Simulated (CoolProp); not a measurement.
Methanol at 457 K and 4.4 MPa is throttled through a valve to 0.58 MPa with no heat exchange. Each further row changes one setting.

Computed with CoolProp (reference Helmholtz-energy equation of state, de Reuck 1993).

```tsv
case	temperature change (K)	final phase	final density (kg/m³)
as stated	…	two-phase, vapour fraction 0.265	24.1
outlet pressure 0.174 MPa	-105.0	two-phase, vapour fraction 0.352	…
outlet pressure 0.754 MPa	-58.0	…	34.2
```

Task: Some entries are withheld; supply them.

Result: 
- as stated, temperature change (K): -67.4
- outlet pressure 0.174 MPa, final density (kg/m³): 5.77
- outlet pressure 0.754 MPa, final phase: two-phase, vapour fraction 0.239
